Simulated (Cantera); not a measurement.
Cantera with NASA thermochemical tables; ideal gases at 1 bar, condensed phases pure. Values are per mole of reaction as written; species without (g) are pure solids or liquids, kept so even where they would boil at 1 bar.

Problem. Between 898 and 2098 K, where is each reaction favourable under standard conditions?
- 2 Ni + S2(g) = 2 NiS
- 2 Ba + S2(g) = 2 BaS
- 2 H2(g) + S2(g) = 2 H2S(g)

Solution. 
- 2 Ni + S2(g) = 2 NiS: ΔG° is -149 kJ at 898 K and -20 kJ at 2098 K; it stays negative (K > 1). ΔH° is -216 kJ and ΔS° -93 J/K at 2098 K.
- 2 Ba + S2(g) = 2 BaS: ΔG° is -882 kJ at 898 K and -639 kJ at 2098 K; it stays negative (K > 1). ΔH° is -1063 kJ and ΔS° -202 J/K at 2098 K.
- 2 H2(g) + S2(g) = 2 H2S(g): ΔG° is -92 kJ at 898 K and 27 kJ at 2098 K; it changes sign between 1698 and 1898 K. ΔH° is -181 kJ and ΔS° -99 J/K at 2098 K.
